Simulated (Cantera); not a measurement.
Feed: 1 mol SiC, 0.21 mol N2O, 14 mol N2, 0.0009 mol H2, at 0.0338 Torr.

These are equilibrium values from Cantera (NASA tables, ideal gas, pure condensed phases), not measurements of a reactor. Candidate condensed phases: C, C6H6, C7H8, C8H18, H2O, Si, SiC, SiO2, Si2N2O, Si3N4; 151 gas species. Mutual solubility and eutectic melting of coexisting phases are not modelled. The numbers say what is thermodynamically allowed, not how fast it happens.

What share of the Si ends up in condensed phases as a function of T (K), at 1248, 1298, 1348, 1398, 1448, 1498, 1548?


| T (K) | Si condensed (%) | as |
|---|---|---|
| 1248 | 100.0 | SiC(s) + Si2N2O(s) |
| 1298 | 99.9 | SiC(s) + Si2N2O(s) |
| 1348 | 99.4 | SiC(s) + Si2N2O(s) |
| 1398 | 96.6 | SiC(s) + Si2N2O(s) |
| 1448 | 89.5 | SiC(s) |
| 1498 | 89.5 | SiC(s) |
| 1548 | 89.4 | SiC(s) |
